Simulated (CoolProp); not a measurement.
Vapour-liquid equilibrium of ethylbenzene (1) + p-xylene (2) at 462.7 K; x and y are mole fractions of (1).

Values from CoolProp's multi-fluid Helmholtz-energy mixture model, Zhou 2012 and Zhou 2012; pair parameters Bell 2016.

| x | bubble pressure, mixture model (kPa) | bubble pressure, Raoult's law (kPa) | y, mixture model | y, Raoult's law |
|---|---|---|---|---|
| 0.05 | 336.6 | 336.2 | 0.053 | 0.052 |
| 0.2 | 339.8 | 338.6 | 0.208 | 0.208 |
| 0.35 | 342.5 | 341.0 | 0.360 | 0.361 |
| 0.5 | 344.8 | 343.4 | 0.509 | 0.512 |
| 0.65 | 346.9 | 345.8 | 0.658 | 0.661 |
| 0.8 | 348.8 | 348.2 | 0.805 | 0.807 |
| 0.95 | 350.8 | 350.6 | 0.952 | 0.952 |

The largest gap from Raoult's law is +0.4 % in bubble pressure, at x = 0.35. No azeotrope shows between x = 0.05 and 0.95.

The pair parameters rest on a limited set of measurements; away from them the model extrapolates.
